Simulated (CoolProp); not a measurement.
Vapour-liquid equilibrium of R134a (1) + methanol (2) at 282 K; x and y are mole fractions of (1).

Model: multi-fluid Helmholtz-energy mixture model, Tillner-Roth 1994 and de Reuck 1993; pair parameters Bell 2016, in CoolProp.

### Question
Give the bubble pressure and the first vapour's composition at x = 0.55, 0.65, 0.95. Is there an azeotrope?

### Answer
x = 0.55: 2.749 bar, y = 0.979; x = 0.65: 2.940 bar, y = 0.982; x = 0.95: 3.790 bar, y = 0.996. No azeotrope shows between x = 0.05 and 0.95.

The pair parameters rest on a limited set of measurements; away from them the model extrapolates. With so large a gap from Raoult's law the liquid may split in two, which this calculation doesn't test in full.
